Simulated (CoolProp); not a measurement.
Carbonyl sulfide at 529.98 K and 8.68 MPa is throttled through a valve to 4.37 MPa with no heat exchange. Each further row changes one setting.

Values from CoolProp's reference Helmholtz-energy equation of state, Lemmon 2006. It is a short technical equation, of lower accuracy than the large ones.

```csv
case,temperature change (K),final density (kg/m³)
as stated,___,___
outlet pressure 1.31 MPa,___,___
outlet pressure 5.68 MPa,___,___
```

Problem. Fill in the missing entries.

Solution. 
- as stated, temperature change (K): -24.6
- as stated, final density (kg/m³): 68.9
- outlet pressure 1.31 MPa, temperature change (K): -44.2
- outlet pressure 1.31 MPa, final density (kg/m³): 20.1
- outlet pressure 5.68 MPa, temperature change (K): -16.7
- outlet pressure 5.68 MPa, final density (kg/m³): 90.2
